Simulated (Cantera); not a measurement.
A closed system holds: 1 mol SiH₂Cl₂, 0.53 mol HCl, 8 mol H₂, held at 1425 °C and 10.0 mbar.

These are equilibrium values from Cantera (NASA tables, ideal gas, pure condensed phases), not measurements of a reactor. Candidate condensed phases: Si; 19 gas species. The tables' values for SiCl₃, SiCl are old estimates; treat these amounts as uncertain. Gases not in the tables: Si₂H₆ and higher silanes. Equilibrium is a limit: real reactors are often held back by kinetics, nucleation or transport.

### Question
What is the equilibrium state?

### Answer
```
Property        Value
----------  ---------
x(H₂)           0.820
x(HCl)          0.117
x(SiCl₂)       0.0603
x(H)          0.00131
x(SiCl₃)     0.000634
x(Cl)        0.000146
x(SiCl)      0.000140
x(Si)         6.58e-5
x(SiHCl₃)     1.78e-5
n(Si(l))    0.356 mol
gas amount  10.54 mol
```
